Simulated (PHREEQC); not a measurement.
Model water analysis in mg/L, 31 °C, pH 6.33, pe 9.6: Na 1.01; K 0.00375; Ca 1.08; Mg 0.305; Cl 1.9; S(6) as SO4 2.27; Alkalinity as HCO3 1.69; B 0.000939; Cd 0.00162; Cu(2) 0.00147; Br 0.019; Zn 0.109.

Valence states are taken as typed.

All values are PHREEQC results (ion-association model, phreeqc.dat), not measurements.

```
Quantity                         Value
--------------------  ----------------
ionic strength        0.000192 mol/kgw
charge-balance error            -0.9 %
```

```
species  molality  activity   log γ
-------  --------  --------  ------
Cl-       5.36e-5   5.27e-5  -0.007
Na+       4.39e-5   4.32e-5  -0.007
HCO3-     2.81e-5   2.77e-5  -0.007
CO2       2.73e-5   2.73e-5   0.000
Ca+2      2.68e-5   2.52e-5  -0.028
SO4-2     2.34e-5   2.20e-5  -0.028
Mg+2      1.25e-5   1.17e-5  -0.028
Zn+2      1.65e-6   1.54e-6  -0.028
H+        4.75e-7   4.68e-7  -0.007
```

This is a speciation only: nothing precipitates in the calculation. Species that the database lacks are ignored.
